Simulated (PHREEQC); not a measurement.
A solution holds 0.26 mol/kgw H2SO4 and 6.1e-05 mol/kgw ZnSO4, at 25 °C. It is in equilibrium with CO2 at log p = 0 (atm). Otherwise closed; pH follows from the charge balance.

Computed with PHREEQC (ion-association model, phreeqc.dat).

```csv
quantity,before,after
pH,0.64,2.37
ionic strength (mol/kgw),0.322,0.00654
HSO4- (mol/kgw),0.229,0.000631
SO4-2 (mol/kgw),0.0311,0.00197
(CO2)2 (mol/kgw),1.95e-5,2.10e-5
HCO3- (mol/kgw),9.15e-8,3.86e-6
```

**Question.** What was changed between the two runs?
(A) H2SO4 replaced by NaHSO4 at the same molality
(B) ZnSO4 left out
(C) diluted 100-fold with water
(D) H2SO4 from 0.26 to 0.026 mol/kgw
(E) ZnSO4 replaced by KHSO4 at the same molality

**Answer.** C, diluted 100-fold with water

Precipitation was switched off in this run.
